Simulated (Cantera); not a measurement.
Adiabatic ignition

An adiabatic, constant-volume homogeneous reactor starts with H2 : O2 : N2 = 1 : 0.455 : 4.23 (molar parts), at 1525 K and 460000 Pa.

Model: GRI-Mech 3.0 (53 species, 325 reactions), integrated in Cantera. The hydrogen kinetics of GRI-Mech 3.0 are dated; newer H2 mechanisms differ, most at raised pressure.

```
t (s)     T (K)  P (bar)    x H2     x O2     x OH      x H    x HO2
--------  -----  -------  ------  -------  -------  -------  -------
9.00e-6    2385     6.84  0.0365  0.00894   0.0142   0.0220  1.11e-5
2.62e-5    2712     7.62  0.0265  0.00322  0.00907  0.00601  2.90e-6
7.65e-5    2764     7.74  0.0242  0.00208  0.00732  0.00409  1.77e-6
0.000223   2761     7.73  0.0245  0.00193  0.00710  0.00404  1.65e-6
0.000651   2755     7.72  0.0252  0.00174  0.00681  0.00401  1.50e-6
0.00190    2752     7.71  0.0255  0.00166  0.00668  0.00399  1.44e-6
0.00553    2752     7.71  0.0255  0.00166  0.00668  0.00399  1.44e-6
0.0161     2752     7.71  0.0255  0.00166  0.00668  0.00399  1.44e-6
0.0470     2752     7.71  0.0255  0.00166  0.00668  0.00399  1.44e-6
0.137      2752     7.71  0.0255  0.00166  0.00668  0.00399  1.44e-6
0.400      2752     7.71  0.0255  0.00166  0.00668  0.00399  1.44e-6
```
x: mole fraction; the columns are a selection and need not sum to one.

- time of steepest temperature rise: 4.97 µs
- temperature at 0.400 s: 2752 K
- equilibrium temperature: 2752 K
- x(H2) at 0.400 s: 0.0255 (gas-phase equilibrium 0.0255)
- x(O2) at 0.400 s: 0.00166 (gas-phase equilibrium 0.00166)
- x(OH) at 0.400 s: 0.00668 (gas-phase equilibrium 0.00668)
